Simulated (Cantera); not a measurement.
Input (Python, Cantera):

```python
import numpy as np
import cantera as ct

gas = ct.Solution("SiF4_NH3_mec.yaml", "gas")
gas.TPX = 1798, 100000, {'NH3': 7.5, 'H2': 2.8}
reactor = ct.IdealGasConstPressureReactor(gas, energy="off", clone=False)
net = ct.ReactorNet([reactor])
net.rtol, net.atol = 1e-08, 1e-18
show = ['NH3', 'H2', 'NH2', 'NH', 'N2H2', 'N', 'N2']
times = np.geomspace(4e-06, 5, 15)

steps = ct.SolutionArray(gas, extra=["t"])
rows = []
print(f"{'t/s':>10s}{'T/K':>9s}{'P/Pa':>11s}" + "".join(f"{s:>11s}" for s in show))
for t in times:
    while net.time < t:
        t_next = net.step()
        steps.append(gas.state, t=t_next)
    rows.append([np.interp(t, steps.t, y) for y in (steps.T, steps.P, *steps(*show).X.T)])
    print(f"{t:10.3e}{rows[-1][0]:9.1f}{rows[-1][1]:11.4g}" + "".join(f"{x:11.3e}" for x in rows[-1][2:]))
rate = np.gradient(steps.T, steps.t)
print("integrator steps:", len(steps.t))
if steps.T.max() > steps.T[0] + 200:
    print(f"time of steepest temperature rise: {steps.t[rate.argmax()]:.4e} s")
gas.TPX = 1798, 100000, {'NH3': 7.5, 'H2': 2.8}
gas.equilibrate("TP")
print(f"equilibrium (TP): T = {gas.T:.1f} K  " + "  ".join(f"{s} {gas[s].X[0]:.3e}" for s in show))
```

It prints:

```
       t/s      T/K       P/Pa        NH3         H2        NH2         NH       N2H2          N         N2
 4.000e-06   1798.0      1e+05  7.281e-01  2.718e-01  4.618e-06  3.570e-10  7.062e-11  9.010e-14  2.516e-13
 1.090e-05   1798.0      1e+05  7.281e-01  2.718e-01  1.265e-05  3.386e-09  9.800e-10  3.482e-12  3.573e-11
 2.972e-05   1798.0      1e+05  7.281e-01  2.719e-01  3.447e-05  2.747e-08  1.035e-08  9.102e-11  4.495e-09
 8.101e-05   1798.0      1e+05  7.280e-01  2.719e-01  9.269e-05  2.021e-07  9.379e-08  1.869e-09  4.241e-07
 2.208e-04   1798.0      1e+05  7.278e-01  2.720e-01  2.222e-04  1.131e-06  6.771e-07  2.412e-08  1.721e-05
 6.019e-04   1798.0      1e+05  7.270e-01  2.725e-01  3.200e-04  2.287e-06  1.582e-06  6.768e-08  2.059e-04
 1.641e-03   1798.0      1e+05  7.247e-01  2.741e-01  3.238e-04  2.348e-06  1.626e-06  7.049e-08  8.661e-04
 4.472e-03   1798.0      1e+05  7.185e-01  2.785e-01  3.219e-04  2.345e-06  1.602e-06  7.081e-08  2.656e-03
 1.219e-02   1798.0      1e+05  7.021e-01  2.902e-01  3.168e-04  2.336e-06  1.540e-06  7.162e-08  7.413e-03
 3.323e-02   1798.0      1e+05  6.601e-01  3.200e-01  3.036e-04  2.307e-06  1.387e-06  7.346e-08  1.955e-02
 9.057e-02   1798.0      1e+05  5.638e-01  3.884e-01  2.724e-04  2.218e-06  1.071e-06  7.668e-08  4.744e-02
 2.469e-01   1798.0      1e+05  3.886e-01  5.129e-01  2.102e-04  1.967e-06  6.030e-07  7.926e-08  9.814e-02
 6.730e-01   1798.0      1e+05  1.823e-01  6.596e-01  1.214e-04  1.428e-06  1.973e-07  7.321e-08  1.579e-01
 1.834e+00   1798.0      1e+05  5.339e-02  7.511e-01  4.596e-05  7.072e-07  3.002e-08  4.772e-08  1.952e-01
 5.000e+00   1798.0      1e+05  1.290e-02  7.799e-01  1.301e-05  2.356e-07  2.558e-09  1.875e-08  2.069e-01
integrator steps: 1021
equilibrium (TP): T = 1798.0 K  NH3 9.352e-06  H2 7.890e-01  NH2 9.972e-09  NH 1.913e-10  N2H2 1.208e-13  N 1.614e-11  N2 2.106e-01
```

Model: the gas-phase N/H chemistry of the illustrative SiF4/NH3 mechanism in the Surface Chemkin manual (1991), integrated in Cantera. Walls and surfaces, which speed up NH3 decomposition in real reactors, are not modelled.
